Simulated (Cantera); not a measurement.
**Equilibrium for silicon etching in halogen gases: Si + F2**

Feed: 1 mol Si, a varied amount of F2, held at 998 K and 0.000320 bar.

These are equilibrium values from Cantera (NASA tables, ideal gas, pure condensed phases), not measurements of a reactor. Candidate condensed phases: Si; 9 gas species. The tables' values for SiF3, SiF2 are old estimates; treat these amounts as uncertain. Kinetics and transport are ignored.

From 0.72 mol F2 to 1.6 mol F2 the condensed part is Si(s). From 2 mol F2 to 4.3 mol F2 nothing is condensed. The main Si-bearing gas is SiF4 throughout.

```
n(F2) (mol)  log p SiF4  log p F  log p F2  log p SiF3  n Si(s)
-----------  ----------  -------  --------  ----------  -------
0.72              -3.50     <-15      <-15       -5.84    0.640
0.93              -3.50     <-15      <-15       -5.84    0.534
1.2               -3.50     <-15      <-15       -5.84    0.399
1.6               -3.50     <-15      <-15       -5.84    0.199
2                 -3.49   -12.53      <-15      -14.45        0
2.6               -3.83    -3.77     -5.51        <-15        0
3.4               -4.07    -3.64     -5.25        <-15        0
4.3               -4.23    -3.59     -5.15        <-15        0
```
log p: log10 of the partial pressure in bar; n: condensed amount in mol.
